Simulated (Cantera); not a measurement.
**Low-pressure radical oxidation in H2/O2**

An isothermal, constant-pressure homogeneous reactor starts with 0.803 % H2, 99.2 % O2, at 1000 K and 10.00 Torr.

Cantera simulation using GRI-Mech 3.0 (53 species, 325 reactions); the numbers are that mechanism's predictions, not measurements. Radical loss at walls, strong at low pressure, is not modelled.

| t (s) | x H2 | x O2 | x HO2 | x H2O | x OH | x H2O2 |
|---|---|---|---|---|---|---|
| 0.000600 | 0.00803 | 0.992 | 4.70e-11 | 1.45e-11 | 3.49e-11 | <1e-12 |
| 0.00142 | 0.00803 | 0.992 | 1.13e-10 | 1.17e-10 | 1.22e-10 | <1e-12 |
| 0.00337 | 0.00803 | 0.992 | 2.83e-10 | 1.29e-9 | 7.45e-10 | <1e-12 |
| 0.00800 | 0.00803 | 0.992 | 1.58e-9 | 6.21e-8 | 2.92e-8 | <1e-12 |
| 0.0190 | 0.00765 | 0.992 | 1.97e-6 | 0.000300 | 0.000130 | 3.94e-9 |
| 0.0450 | 7.15e-5 | 0.987 | 1.98e-6 | 0.00764 | 0.000324 | 2.48e-8 |
| 0.107 | 1.60e-5 | 0.990 | 1.24e-6 | 0.00790 | 0.000182 | 1.50e-8 |
| 0.253 | 5.52e-6 | 0.991 | 7.53e-7 | 0.00799 | 0.000108 | 1.39e-8 |
| 0.600 | 1.38e-6 | 0.992 | 3.66e-7 | 0.00804 | 5.49e-5 | 1.17e-8 |
| 1.42 | 2.85e-7 | 0.992 | 1.45e-7 | 0.00805 | 2.59e-5 | 8.25e-9 |
| 3.37 | 5.71e-8 | 0.992 | 4.87e-8 | 0.00806 | 1.21e-5 | 4.50e-9 |
| 8.00 | 1.24e-8 | 0.992 | 1.50e-8 | 0.00806 | 5.84e-6 | 1.94e-9 |
x: mole fraction; the columns are a selection and need not sum to one.

Equilibrium at this temperature and pressure: H2 6.17e-12, O2 0.992, HO2 2.88e-10, H2O 0.00807, OH 1.42e-7, H2O2 2.61e-12 (gas phase only).
